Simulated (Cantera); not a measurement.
An adiabatic, constant-volume homogeneous reactor starts with 8.11 % C3H8, 19.3 % O2, 72.6 % N2, equivalence ratio 2.1, at 1300 K and 1.00 atm.

Detailed kinetics in Cantera: GRI-Mech 3.0 (53 species, 325 reactions). GRI-Mech 3.0 was tuned for natural gas; its chemistry of propane as a main component is partial and can be far from experiment.

Q: Predict: time of steepest temperature rise; temperature at 0.400 s; equilibrium temperature; x(O2) at 0.400 s; x(OH) at 0.400 s; x(O) at 0.400 s; x(CO2) at 0.400 s; x(NO) at 0.400 s.

A: 
```json
{
  "time_of_steepest_temperature_rise": "0.940 ms",
  "temperature at 0.400 s": "2682 K",
  "equilibrium_temperature": "2682 K",
  "x(O2) at 0.400 s": "2.52e-5 (gas-phase equilibrium 2.52e-5)",
  "x(OH) at 0.400 s": "0.00192 (gas-phase equilibrium 0.00192)",
  "x(O) at 0.400 s": "0.000102 (gas-phase equilibrium 0.000102)",
  "x(CO2) at 0.400 s": "0.0156 (gas-phase equilibrium 0.0156)",
  "x(NO) at 0.400 s": "0.000286 (gas-phase equilibrium 0.000286)"
}
```
